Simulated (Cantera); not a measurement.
**Dilute partial oxidation**

An isothermal, constant-pressure homogeneous reactor starts with CH4 : O2 : N2 = 0.029 : 0.011 : 1 (molar parts), equivalence ratio 5.3, at 1175 K and 3380 Torr.

Detailed kinetics in Cantera: GRI-Mech 3.0 (53 species, 325 reactions). GRI-Mech 3.0 stops at C3 and has no aromatics, soot or wall deposition, so with more carbon than oxygen in the feed, carbon stays in small species such as C2H2 where larger ones or solid carbon would form.

| t (s) | x CH4 | x O2 | x C2H6 | x CO2 | x NO2 | x H2 |
|---|---|---|---|---|---|---|
| 0.000500 | 0.0279 | 0.0106 | 5.03e-11 | <1e-12 | <1e-12 | 2.52e-9 |
| 0.00149 | 0.0279 | 0.0106 | 2.52e-9 | 1.61e-12 | <1e-12 | 1.45e-8 |
| 0.00442 | 0.0279 | 0.0106 | 9.25e-8 | 4.98e-11 | <1e-12 | 1.01e-7 |
| 0.0131 | 0.0279 | 0.0106 | 7.59e-7 | 3.91e-10 | <1e-12 | 4.69e-7 |
| 0.0390 | 0.0279 | 0.0106 | 3.08e-6 | 1.67e-9 | <1e-12 | 1.86e-6 |
| 0.116 | 0.0278 | 0.0106 | 1.20e-5 | 9.55e-9 | <1e-12 | 8.94e-6 |
| 0.345 | 0.0277 | 0.0105 | 5.54e-5 | 2.18e-7 | <1e-12 | 6.41e-5 |
| 1.02 | 0.0264 | 0.00969 | 0.000243 | 1.40e-5 | <1e-12 | 0.000628 |
| 3.05 | 0.0174 | 0.00112 | 0.000134 | 0.000897 | 7.75e-12 | 0.00739 |
| 9.05 | 0.0167 | 3.60e-5 | 1.46e-5 | 0.00113 | <1e-12 | 0.00878 |
| 26.9 | 0.0166 | 1.04e-6 | 6.93e-6 | 0.00119 | <1e-12 | 0.00905 |
| 80.0 | 0.0165 | 8.89e-11 | 6.89e-6 | 0.00131 | <1e-12 | 0.00937 |
x: mole fraction; the columns are a selection and need not sum to one.

Equilibrium at this temperature and pressure: CH4 0.00582, O2 <1e-12, C2H6 5.32e-7, CO2 1.30e-6, NO2 <1e-12, H2 0.0420 (gas phase only).
